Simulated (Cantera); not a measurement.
Cantera with NASA thermochemical tables; ideal gases at 1 bar, condensed phases pure. Values are per mole of reaction as written; species without (g) are pure solids or liquids, kept so even where they would boil at 1 bar. VN: taken at fixed stoichiometry.

5 V₂O₄ + N₂(g) = 2 VN + 4 V₂O₅, with ΔH° = 499.2 kJ and ΔS° = -112.4 J/K at 300 K.

Q: How far is the shortcut ΔG° ≈ ΔH°(300 K) − T·ΔS°(300 K) from the full temperature-dependent value at 850, 950, 1050, 1150, 1250, 1350 K?

A: 
```json
[
 {"T (K)": "850", "shortcut (kJ)": "594.8", "full (kJ)": "665.4", "difference (kJ)": "-70.6", "difference in log10 K": "4.34", "condensed phases": "V₂O₄(s), VN(s), V₂O₅(s)"},
 {"T (K)": "950", "shortcut (kJ)": "606.0", "full (kJ)": "688.6", "difference (kJ)": "-82.6", "difference in log10 K": "4.54", "condensed phases": "V₂O₄(s), VN(s), V₂O₅(l)"},
 {"T (K)": "1050", "shortcut (kJ)": "617.2", "full (kJ)": "686.1", "difference (kJ)": "-68.9", "difference in log10 K": "3.43", "condensed phases": "V₂O₄(s), VN(s), V₂O₅(l)"},
 {"T (K)": "1150", "shortcut (kJ)": "628.5", "full (kJ)": "683.4", "difference (kJ)": "-54.9", "difference in log10 K": "2.49", "condensed phases": "V₂O₄(s), VN(s), V₂O₅(l)"},
 {"T (K)": "1250", "shortcut (kJ)": "639.7", "full (kJ)": "680.4", "difference (kJ)": "-40.7", "difference in log10 K": "1.70", "condensed phases": "V₂O₄(s), VN(s), V₂O₅(l)"},
 {"T (K)": "1350", "shortcut (kJ)": "651.0", "full (kJ)": "677.4", "difference (kJ)": "-26.5", "difference in log10 K": "1.02", "condensed phases": "V₂O₄(s), VN(s), V₂O₅(l)"}
]
```
The shortcut ignores heat capacities and the phase changes listed.
